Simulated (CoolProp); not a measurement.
Ammonia at 298.15 K and 0.229 MPa flows at 14 m/s in a round tube of 6 mm bore and 1.5 µm roughness, fully developed (64/Re and Nu = 3.66 if laminar; Colebrook and Gnielinski if turbulent). Each further row changes one setting.

Computed with CoolProp (reference Helmholtz-energy equation of state, Gao 2020).

```json
[
 {"case": "as stated", "Reynolds number": "13500", "Darcy friction factor": "0.0290", "pressure drop (Pa/m)": "764", "heat-transfer coefficient (W/(m² K))": "180", "mass flow (kg/h)": "2.30"},
 {"case": "velocity 28 m/s", "Reynolds number": "26900", "Darcy friction factor": "0.0247", "pressure drop (Pa/m)": "2600", "heat-transfer coefficient (W/(m² K))": "318", "mass flow (kg/h)": "4.59"},
 {"case": "diameter 12 mm", "Reynolds number": "26900", "Darcy friction factor": "0.0244", "pressure drop (Pa/m)": "321", "heat-transfer coefficient (W/(m² K))": "157", "mass flow (kg/h)": "9.19"}
]
```

Viscosity comes from a separate model (Fenghour 1995). Thermal conductivity comes from a separate model (Tufeu 1984).
